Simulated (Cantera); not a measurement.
Abatement and gas-phase synthesis: HI + O2

Charge: 1 mol HI, 1.2 mol O2, equilibrated at 0.00133 bar.

Method: chemical equilibrium by Gibbs-energy minimisation in Cantera with the NASA 1993 tables (ideal gas, pure condensed phases). Candidate condensed phases: H2O, I2; 12 gas species. Rates play no part.

```tsv
T (°C)	x O	x I	x O2	x H	x H2O	x OH	x H2
1950	0.0500	0.386	0.342	0.0171	0.155	0.0402	0.00955
2000	0.0665	0.379	0.328	0.0252	0.142	0.0462	0.0120
2050	0.0868	0.371	0.313	0.0361	0.127	0.0519	0.0147
2100	0.111	0.360	0.294	0.0502	0.110	0.0567	0.0172
2150	0.140	0.348	0.273	0.0675	0.0911	0.0602	0.0193
2200	0.173	0.335	0.249	0.0877	0.0722	0.0616	0.0206
2250	0.210	0.321	0.223	0.110	0.0542	0.0608	0.0209
2300	0.249	0.307	0.196	0.133	0.0383	0.0574	0.0199
2350	0.290	0.293	0.168	0.154	0.0254	0.0520	0.0178
2400	0.330	0.280	0.140	0.173	0.0159	0.0452	0.0151
2450	0.369	0.269	0.115	0.188	0.00944	0.0379	0.0122
2500	0.404	0.260	0.0915	0.199	0.00538	0.0308	0.00955
2550	0.435	0.252	0.0714	0.207	0.00298	0.0244	0.00727
2600	0.460	0.246	0.0547	0.213	0.00163	0.0190	0.00546
```
x: gas mole fraction; nothing condenses.

From 1950 °C to 2600 °C nothing is condensed.
